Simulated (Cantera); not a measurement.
An isothermal, constant-pressure homogeneous reactor starts with N₂O : H₂ : N₂ = 1 : 0.0049 : 5.9 (molar parts), at 1373 K and 1.00 bar.

Model: GRI-Mech 3.0 (53 species, 325 reactions), integrated in Cantera. GRI-Mech 3.0 was tuned for natural gas; its chemistry of N2O as a main component is partial and can be far from experiment. The mechanism lacks the step 2 NO + O2 → 2 NO2, which can matter for NO2 below about 1400 K. The temperature is held fixed by assumption; the heat of reaction is taken as removed at once.

One state of this run: x N₂O = 1.23e-7; x H₂ = 8.19e-10; x NO = 0.0182; x OH = 1.38e-6; x H₂O = 0.000661; x N₂ = 0.923. x: mole fraction; the columns are a selection and need not sum to one.

Problem. Which value of t (s) does it belong to?
A) 10.0
B) 0.342
C) 0.00503
D) 0.000400

Solution. A, 10.0
